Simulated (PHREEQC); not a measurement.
Dissolve 0.0028 mol/kgw HF and 0.037 mol/kgw NH4HF2 at 25 °C. Closed to the air; pH follows from the charge balance.

Computed with PHREEQC (ion-association model, phreeqc.dat).

```csv
quantity,before,after
pH,3.08,3.67
ionic strength (mol/kgw),0.0380,0.000587
HF (mol/kgw),0.0344,0.000181
F- (mol/kgw),0.0335,0.000586
HF2- (mol/kgw),0.00443,4.07e-7
NH3 (mol/kgw),2.06e-8,9.71e-10
```

Q: Name the change that produced these shifts.
A. diluted 100-fold with water
B. HF replaced by NaBF4 at the same molality
C. HF replaced by LiF at the same molality
D. HF replaced by KF at the same molality

A: A, diluted 100-fold with water

Precipitation was switched off in this run.
